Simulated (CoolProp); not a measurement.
Vapour-liquid equilibrium of R1234yf (1) + R152A (2) at 257.4 K; x and y are mole fractions of (1).

Model: multi-fluid Helmholtz-energy mixture model, Lemmon 2022 and Outcalt 1996; pair parameters Bell 2023, in CoolProp.

```tsv
x	bubble pressure (MPa)	y at the bubble point	dew pressure at overall composition x (MPa)	liquid density (mol/L)
0.05	0.1494	0.080	0.1474	14.74
0.15	0.1578	0.211	0.1539	14.16
0.25	0.1640	0.318	0.1601	13.63
0.35	0.1688	0.412	0.1658	13.14
0.45	0.1725	0.499	0.1705	12.69
0.55	0.1751	0.584	0.1742	12.28
0.65	0.1770	0.670	0.1766	11.89
0.75	0.1782	0.759	0.1781	11.53
0.85	0.1787	0.852	0.1787	11.19
0.95	0.1786	0.949	0.1786	10.88
```

y crosses x between x = 0.85 and 0.95: the model has an azeotrope there.

Pair parameters are fitted to limited data, so mixtures are less certain than the pure fluids.
